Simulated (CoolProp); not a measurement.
Ethane along the isotherm 390.1 K: density (kg/m³) from the reference equation and from simpler models built on Tc = 305.3 K, pc = 4.872 MPa, ω = 0.099; each cubic takes its own stable root.

The numbers come from the reference Helmholtz-energy equation of state, Bücker 2006 in CoolProp.

```json
[
 {"p (MPa)": "0.0385", "phase": "gas", "reference": "0.3574", "van der Waals": "0.3574", "Redlich-Kwong": "0.3574", "Soave-Redlich-Kwong": "0.3574", "Peng-Robinson": "0.3574"},
 {"p (MPa)": "0.0877", "phase": "gas", "reference": "0.8153", "van der Waals": "0.8154", "Redlich-Kwong": "0.8154", "Soave-Redlich-Kwong": "0.8153", "Peng-Robinson": "0.8157"},
 {"p (MPa)": "0.2", "phase": "gas", "reference": "1.866", "van der Waals": "1.866", "Redlich-Kwong": "1.867", "Soave-Redlich-Kwong": "1.866", "Peng-Robinson": "1.868"},
 {"p (MPa)": "0.454", "phase": "gas", "reference": "4.270", "van der Waals": "4.273", "Redlich-Kwong": "4.274", "Soave-Redlich-Kwong": "4.270", "Peng-Robinson": "4.282"},
 {"p (MPa)": "1.03", "phase": "gas", "reference": "9.872", "van der Waals": "9.892", "Redlich-Kwong": "9.894", "Soave-Redlich-Kwong": "9.869", "Peng-Robinson": "9.931"},
 {"p (MPa)": "2.35", "phase": "gas", "reference": "23.57", "van der Waals": "23.72", "Redlich-Kwong": "23.69", "Soave-Redlich-Kwong": "23.53", "Peng-Robinson": "23.88"},
 {"p (MPa)": "5.35", "phase": "supercritical", "reference": "60.19", "van der Waals": "61.96", "Redlich-Kwong": "60.90", "Soave-Redlich-Kwong": "59.67", "Peng-Robinson": "61.66"},
 {"p (MPa)": "12.2", "phase": "supercritical", "reference": "176.3", "van der Waals": "185.3", "Redlich-Kwong": "175.2", "Soave-Redlich-Kwong": "165.4", "Peng-Robinson": "175.8"}
]
```
